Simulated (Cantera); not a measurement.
Mixture: CH₄ : C₂H₆ : C₃H₈ : O₂ : N₂ : CO₂ = 1 : 0.14 : 1.4 : 16.6 : 62.6 : 2.4 (molar parts), equivalence ratio 0.57, at 730000 Pa, adiabatic and at constant volume. Ignition delay is the time to a rise of 400 K.

Detailed kinetics in Cantera: GRI-Mech 3.0 (53 species, 325 reactions). GRI-Mech 3.0 was tuned for natural gas; its chemistry of propane as a main component is partial and can be far from experiment.

Problem. Predict: delay at 1275 K; delay at 1350 K; delay at 1425 K; delay at 1500 K; delay at 1575 K; apparent activation energy between 1425 and 1575 K.

Solution. 
| Property | Value |
|---|---|
| delay at 1275 K | 0.444 ms |
| delay at 1350 K | 0.146 ms |
| delay at 1425 K | 55.1 µs |
| delay at 1500 K | 24.0 µs |
| delay at 1575 K | 12.0 µs |
| apparent activation energy between 1425 and 1575 K | 190 kJ/mol |
